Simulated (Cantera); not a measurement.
Feed: 1 mol SiC, 0.0028 mol O2, 4.8 mol N2, held at 360 Torr.

Cantera equilibrium calculation (NASA polynomials, part measured and part estimated; ideal gas, pure solids and liquids). Candidate condensed phases: C, Si, SiC, SiO2, Si2N2O, Si3N4; 34 gas species. N2 is the only nitrogen source here; it is nearly inert below about 1500 K, so the nitride shown seldom forms there in practice. Mutual solubility and eutectic melting of coexisting phases are not modelled. The numbers say what is thermodynamically allowed, not how fast it happens.

Question: Which condensed phases are stable at each of these points (T (K)): 1225, 1300, 1375, 1450, 1525, 1600, 1675, 1750?

Answer: 
| T (K) | condensed phases | Si condensed (%) |
|---|---|---|
| 1225 | C(graphite) + Si2N2O(s) + Si3N4(s) | 100.0 |
| 1300 | C(graphite) + Si2N2O(s) + Si3N4(s) | 100.0 |
| 1375 | C(graphite) + Si2N2O(s) + Si3N4(s) | 100.0 |
| 1450 | C(graphite) + Si2N2O(s) + Si3N4(s) | 100.0 |
| 1525 | C(graphite) + Si2N2O(s) + Si3N4(s) | 100.0 |
| 1600 | C(graphite) + Si2N2O(s) + Si3N4(s) | 100.0 |
| 1675 | SiC(s) + Si3N4(s) | 100.0 |
| 1750 | SiC(s) + Si3N4(s) | 100.0 |

From 1225 K to 1600 K the condensed part is C(graphite) + Si2N2O(s) + Si3N4(s). From 1675 K to 1750 K the condensed part is SiC(s) + Si3N4(s).
